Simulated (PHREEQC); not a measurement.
Acid rinse or clean (model solution)

Make-up at 25 °C: 54 mmol/kgw H2SO4, 0.1 mmol/kgw FeCl3 and 0.86 mmol/kgw KCl. Closed to the air; pH follows from the charge balance.

All values are PHREEQC results (ion-association model, phreeqc.dat), not measurements.

No solid was allowed to form.

### Question
What pH does the model give?

### Answer
pH 1.24.

### Question
In which forms is K present?

### Answer
K+ 96 %, KSO4- 3.7 % of the K.
